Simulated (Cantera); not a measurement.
A closed system holds: 1 mol Si, 1 mol H2, at 1.20 bar.

Equilibrium computed with Cantera from the NASA thermochemical tables; the gas is ideal and each condensed phase is pure. Candidate condensed phases: Si; 9 gas species. Gases not in the tables: Si2H6 and higher silanes. Kinetics and transport are ignored.

Q: Which condensed phases are stable at each of these points (T (°C)): 1075, 1125, 1175, 1225, 1275, 1325, 1375, 1425, 1475?

A: 
| T (°C) | condensed phases | Si condensed (%) |
|---|---|---|
| 1075 | Si(s) | 100.0 |
| 1125 | Si(s) | 100.0 |
| 1175 | Si(s) | 100.0 |
| 1225 | Si(s) | 100.0 |
| 1275 | Si(s) | 100.0 |
| 1325 | Si(s) | 100.0 |
| 1375 | Si(s) | 100.0 |
| 1425 | Si(l) | 100.0 |
| 1475 | Si(l) | 100.0 |

From 1075 °C to 1375 °C the condensed part is Si(s). From 1425 °C to 1475 °C the condensed part is Si(l).
